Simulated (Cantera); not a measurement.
A perfectly stirred reactor is fed with C₂H₄ : H₂ = 1 : 80 (molar parts), at 135 Torr; it is held at 1950 K, and followed from long to short residence time.

Cantera simulation using GRI-Mech 3.0 (53 species, 325 reactions); the numbers are that mechanism's predictions, not measurements. GRI-Mech 3.0 was tuned for natural gas; its chemistry of ethylene as a main component is partial and can be far from experiment. GRI-Mech 3.0 stops at C3 and has no aromatics, soot or wall deposition, so with more carbon than oxygen in the feed, carbon stays in small species such as C2H2 where larger ones or solid carbon would form.

Question: What does this change do: 3.2 parts H2O added?

Answer: 
```json
[
 {"quantity": "x(C₂H₄) at τ = 7.50 s", "before": "1.90e-5", "after": "2.03e-6"},
 {"quantity": "x(H₂) at τ = 7.50 s", "before": "0.985", "after": "0.959"},
 {"quantity": "x(CH₄) at τ = 7.50 s", "before": "0.000386", "after": "0.000513"},
 {"quantity": "x(CH₃) at τ = 7.50 s", "before": "2.09e-5", "after": "2.81e-5"},
 {"quantity": "x(C₂H₆) at τ = 7.50 s", "before": "2.02e-9", "after": "2.51e-9"},
 {"quantity": "x(C₂H₄) at τ = 83.0 ms", "before": "3.29e-5", "after": "2.49e-5"},
 {"quantity": "x(H₂) at τ = 83.0 ms", "before": "0.986", "after": "0.949"},
 {"quantity": "x(CH₄) at τ = 83.0 ms", "before": "7.60e-5", "after": "0.00141"},
 {"quantity": "x(CH₃) at τ = 83.0 ms", "before": "3.14e-6", "after": "7.29e-5"},
 {"quantity": "x(C₂H₆) at τ = 83.0 ms", "before": "1.15e-9", "after": "1.79e-8"}
]
```

Question: What does this change do: pressure from 135 Torr to 0.210 bar?

Answer: 
```json
[
 {"quantity": "x(C₂H₄) at τ = 7.50 s", "before": "1.90e-5", "after": "2.21e-5"},
 {"quantity": "x(H₂) at τ = 7.50 s", "before": "0.985", "after": "0.985"},
 {"quantity": "x(CH₄) at τ = 7.50 s", "before": "0.000386", "after": "0.000452"},
 {"quantity": "x(CH₃) at τ = 7.50 s", "before": "2.09e-5", "after": "2.27e-5"},
 {"quantity": "x(C₂H₆) at τ = 7.50 s", "before": "2.02e-9", "after": "2.76e-9"},
 {"quantity": "x(C₂H₄) at τ = 83.0 ms", "before": "3.29e-5", "after": "3.44e-5"},
 {"quantity": "x(H₂) at τ = 83.0 ms", "before": "0.986", "after": "0.986"},
 {"quantity": "x(CH₄) at τ = 83.0 ms", "before": "7.60e-5", "after": "0.000101"},
 {"quantity": "x(CH₃) at τ = 83.0 ms", "before": "3.14e-6", "after": "4.10e-6"},
 {"quantity": "x(C₂H₆) at τ = 83.0 ms", "before": "1.15e-9", "after": "1.45e-9"}
]
```
